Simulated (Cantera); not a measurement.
Cantera run, input and output.

```python
import numpy as np
import cantera as ct

gas = ct.Solution("gri30.yaml")
gas.TPX = 448, 100000, {'CH3OH': 1, 'O2': 1.56, 'N2': 5.88}
inlet = ct.Reservoir(gas, clone=True)
gas.equilibrate("HP")  # start burning
reactor = ct.IdealGasConstPressureReactor(gas, energy="on", clone=False)
exhaust = ct.Reservoir(gas, clone=True)
tau = [0.23, 0.093, 0.037, 0.015, 0.0058, 0.0023, 0.00092, 0.00037, 0.00015, 5.8e-05, 2.3e-05, 9.1e-06][0]
for a, b in ((inlet, reactor), (reactor, exhaust)):
    ct.MassFlowController(a, b, mdot=lambda t: reactor.mass / tau)
net = ct.ReactorNet([reactor])
show = ['CH3OH', 'O2', 'NO', 'H2O', 'CH3']

rows = []
print(f"{'tau/s':>10s}{'T/K':>9s}" + "".join(f"{s:>11s}" for s in show))
for tau in [0.23, 0.093, 0.037, 0.015, 0.0058, 0.0023, 0.00092, 0.00037, 0.00015, 5.8e-05, 2.3e-05, 9.1e-06]:
    net.initial_time = 0.0
    net.advance(30 * tau)
    before = gas.X
    net.advance(40 * tau)
    drift = np.max(np.abs(gas.X - before) / (gas.X + 1e-9))
    rows.append([gas.T, *gas[show].X, drift])
    print(f"{tau:10.3e}{gas.T:9.1f}" + "".join(f"{x:11.3e}" for x in gas[show].X))
```

Result:

```
     tau/s      T/K      CH3OH         O2         NO        H2O        CH3
 2.300e-01   2262.1  3.793e-07  1.125e-02  2.083e-03  2.152e-01  7.915e-08
 9.300e-02   2254.1  8.711e-07  1.202e-02  1.458e-03  2.145e-01  1.613e-07
 3.700e-02   2235.9  1.914e-06  1.328e-02  8.567e-04  2.131e-01  2.890e-07
 1.500e-02   2203.3  3.862e-06  1.512e-02  4.548e-04  2.106e-01  4.647e-07
 5.800e-03   2151.7  7.664e-06  1.770e-02  2.182e-04  2.068e-01  8.447e-07
 2.300e-03   2087.6  1.484e-05  2.067e-02  1.078e-04  2.021e-01  1.883e-06
 9.200e-04   2016.2  2.967e-05  2.385e-02  5.956e-05  1.970e-01  4.745e-06
 3.700e-04   1943.2  6.388e-05  2.733e-02  3.615e-05  1.923e-01  1.230e-05
 1.500e-04   1869.1  1.563e-04  3.204e-02  2.094e-05  1.887e-01  3.201e-05
 5.800e-05   1742.4  6.955e-04  4.549e-02  5.868e-06  1.853e-01  1.009e-04
 2.300e-05    448.0  1.185e-01  1.848e-01 -3.700e-20 -3.194e-15 -8.372e-24
 9.100e-06    448.0  1.185e-01  1.848e-01  1.723e-26  1.473e-21 -1.223e-30
```

Model: GRI-Mech 3.0 (53 species, 325 reactions), integrated in Cantera. GRI-Mech 3.0 was tuned for natural gas; its chemistry of methanol as a main component is partial and can be far from experiment.
